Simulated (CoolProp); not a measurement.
Properties of R115 along the isobar 1520 kPa.

Values from CoolProp's reference Helmholtz-energy equation of state, Lemmon 2016.

| T (°C) | phase | density (kg/m³) | cv (kJ/(kg K)) | Joule-Thomson coefficient (K/MPa) | fugacity coefficient |
|---|---|---|---|---|---|
| -89.05 | liquid | 1715 | 0.5682 | -0.4446 | 0.003782 |
| -49.55 | liquid | 1587 | 0.6160 | -0.3645 | 0.04297 |
| -10.15 | liquid | … | 0.6681 | -0.2084 | 0.2014 |
| 29.35 | liquid | 1271 | 0.7250 | 0.1878 | 0.5616 |
| 68.85 | gas | … | 0.7513 | 13.02 | 0.8248 |
| 108.35 | gas | 85.64 | 0.7787 | 8.305 | 0.8793 |
| 147.85 | gas | 73.86 | … | 6.012 | 0.9144 |
| 187.35 | gas | 65.53 | 0.8449 | … | 0.9384 |
| 226.85 | gas | 59.16 | … | 3.714 | 0.9555 |

### Question
What belongs in the gaps?

### Answer

- -10.15, density (kg/m³): 1447
- 68.85, density (kg/m³): 105.2
- 147.85, cv (kJ/(kg K)): 0.8127
- 187.35, Joule-Thomson coefficient (K/MPa): 4.634
- 226.85, cv (kJ/(kg K)): 0.8737
